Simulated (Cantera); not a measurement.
Equilibrium for silicon epitaxy and polysilicon growth: SiHCl₃ + N₂

Charge: 1 mol SiHCl₃, a varied amount of N₂, held at 702 °C and 3.00 mbar.

These are equilibrium values from Cantera (NASA tables, ideal gas, pure condensed phases), not measurements of a reactor. Candidate condensed phases: NH₄Cl, Si, Si₃N₄; 28 gas species. N₂ is the only nitrogen source here; it is nearly inert below about 1500 K, so the nitride shown seldom forms there in practice. The tables' values for SiCl₃ are old estimates; treat these amounts as uncertain. Rates play no part.

From 16 mol N₂ to 180 mol N₂ the condensed part is Si₃N₄(s). The main Si-bearing gas is SiCl₄ throughout.

| n(N₂) (mol) | x N₂ | x HCl | x SiCl₄ | x H₂ | x SiCl₃ | x SiHCl₃ | n Si₃N₄(s) |
|---|---|---|---|---|---|---|---|
| 16 | 0.914 | 0.0515 | 0.0308 | 0.00341 | 4.56e-5 | 1.17e-5 | 0.157 |
| 40 | 0.964 | 0.0223 | 0.0126 | 0.000984 | 2.32e-5 | 3.18e-6 | 0.160 |
| 64 | 0.977 | 0.0143 | 0.00791 | 0.000510 | 1.63e-5 | 1.61e-6 | 0.161 |
| 87 | 0.983 | 0.0107 | 0.00583 | 0.000330 | 1.29e-5 | 1.03e-6 | 0.162 |
| 110 | 0.987 | 0.00852 | 0.00461 | 0.000236 | 1.08e-5 | 7.28e-7 | 0.162 |
| 130 | 0.989 | 0.00725 | 0.00390 | 0.000185 | 9.55e-6 | 5.70e-7 | 0.162 |
| 160 | 0.991 | 0.00593 | 0.00316 | 0.000137 | 8.17e-6 | 4.19e-7 | 0.163 |
| 180 | 0.992 | 0.00529 | 0.00281 | 0.000116 | 7.48e-6 | 3.52e-7 | 0.163 |
x: gas mole fraction; n: condensed amount in mol.
